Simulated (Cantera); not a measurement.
Input: 1 mol Si₂H₆, 0.54 mol O₃, at 1425 K and 360 Torr.

Cantera equilibrium calculation (NASA polynomials, part measured and part estimated; ideal gas, pure solids and liquids). Candidate condensed phases: H₂O, Si, SiO₂; 18 gas species. The feed counts by its element totals alone. Mutual solubility and eutectic melting of coexisting phases are not modelled. The tables hold silica as quartz up to 1696 K and as liquid above; real silica turns to tridymite and cristobalite and melts near 1996 K. The numbers say what is thermodynamically allowed, not how fast it happens.

Base state: H₂ 1.000, SiO 0.000256 (mole fractions); condensed: Si(s) + SiO₂(β-quartz).

### Question
What changes in the equilibrium state with this change: Si₂H₆ replaced by SiCl₄?

### Answer
```csv
species,before,after
Cl₂,0,0.852
SiCl₄,0,0.103
Cl,0,0.0458
H₂,1.000,0
SiO,0.000256,<1e-9
"Si(s), mol",1.19,0
"SiO₂(β-quartz), mol",0.810,0.810
```
